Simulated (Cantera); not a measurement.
A perfectly stirred reactor is fed with 13.8 % H2, 86.2 % O2, equivalence ratio 0.080, at 0.0133 bar; it is held at 1448 K, and followed from long to short residence time.

Cantera simulation using the H2/O2 subset of GRI-Mech 3.0, which has no nitrogen chemistry; the numbers are that mechanism's predictions, not measurements. Radical loss at walls, strong at low pressure, is not modelled. The temperature is held fixed by assumption; the heat of reaction is taken as removed at once.

x: mole fraction; the columns are a selection and need not sum to one.

```
τ (s)       x H2   x O2   x H2O2  x H2O    x HO2     x OH      x O
------  --------  -----  -------  -----  -------  -------  -------
1.9     0.000370  0.846  5.03e-8  0.145  1.38e-6  0.00402  0.00416
0.65           ?  0.841        ?  0.143        ?        ?        ?
0.22     0.00140  0.832  9.03e-8  0.139  2.80e-6  0.00782   0.0162
0.077    0.00247  0.818  1.09e-7  0.133  3.41e-6   0.0103   0.0291
0.027          ?  0.798  1.21e-7  0.125  3.75e-6        ?        ?
0.0093   0.00547  0.780  1.26e-7  0.116  3.85e-6   0.0144   0.0610
0.0032   0.00761  0.771  1.31e-7  0.109  3.86e-6   0.0156   0.0680
```

**Question.** Some entries are withheld; supply them.

**Answer.** 
- 0.65, x H2: 0.000731
- 0.65, x H2O2: 6.90e-8
- 0.65, x HO2: 2.06e-6
- 0.65, x OH: 0.00566
- 0.65, x O: 0.00833
- 0.027, x H2: 0.00389
- 0.027, x OH: 0.0126
- 0.027, x O: 0.0460
